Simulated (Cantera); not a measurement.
## Equilibrium for halide evaporation, hydrolysis and transport: CsCl + HCl + N2

Feed: 1 mol CsCl, 0.028 mol HCl, 3.7 mol N2, held at 0.0158 Torr.

Cantera equilibrium calculation (NASA polynomials, part measured and part estimated; ideal gas, pure solids and liquids). Candidate condensed phases: Cs, CsCl, NH4Cl; 16 gas species. Rates play no part.

At 748 K the condensed part is CsCl(s). From 898 K to 2098 K nothing is condensed. The main Cs-bearing gas is CsCl throughout.

```
T (K)   x N2  x CsCl      x Cl      x Cs  x Cs2Cl2  n CsCl(s)
-----  -----  ------  --------  --------  --------  ---------
748    0.964  0.0207   7.74e-9    <1e-12   0.00778      0.861
898    0.788   0.200   3.38e-7  3.41e-11   0.00649          0
1048   0.783   0.211   5.50e-6   1.05e-8  0.000255          0
1198   0.783   0.211   4.50e-5   7.42e-7   2.11e-5          0
1348   0.782   0.211  0.000235   2.01e-5   3.07e-6          0
1498   0.782   0.211  0.000925  0.000268   6.59e-7          0
1648   0.780   0.209   0.00326   0.00193   1.85e-7          0
1798   0.774   0.201    0.0107   0.00847   6.09e-8          0
1948   0.759   0.179    0.0302    0.0266   2.01e-8          0
2098   0.729   0.134    0.0679    0.0633   5.38e-9          0
```
x: gas mole fraction; n: condensed amount in mol.
